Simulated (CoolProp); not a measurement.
Vapour-liquid equilibrium of R13 (1) + propylene (2) at 1.27 MPa; x and y are mole fractions of (1).

Values from CoolProp's multi-fluid Helmholtz-energy mixture model, Platzer 1990 and Lemmon 2013; pair parameters Bell 2016. This equation is an older, rougher fit; its heat capacities, sound speeds and derivatives of the liquid may be far off and weren't checked against measurements.

| x | bubble temperature (K) | y at the bubble point | dew temperature at overall composition x (K) | liquid density (mol/L) |
|---|---|---|---|---|
| 0.05 | 296.3 | 0.147 | 300.1 | 11.97 |
| 0.15 | 286.9 | 0.364 | 296.1 | 12.10 |
| 0.25 | 279.9 | 0.510 | 292.0 | 12.14 |
| 0.35 | 274.6 | 0.612 | 287.5 | 12.13 |
| 0.45 | 270.5 | 0.690 | 282.8 | 12.08 |
| 0.55 | 267.2 | 0.753 | 277.9 | 12.00 |
| 0.65 | 264.4 | 0.808 | 272.6 | 11.93 |
| 0.75 | 261.9 | 0.861 | 267.3 | 11.85 |
| 0.85 | 259.7 | 0.913 | 262.4 | 11.79 |
| 0.95 | 257.7 | 0.969 | 258.4 | 11.74 |

No azeotrope shows between x = 0.05 and 0.95.

Pair parameters are fitted to limited data, so mixtures are less certain than the pure fluids.
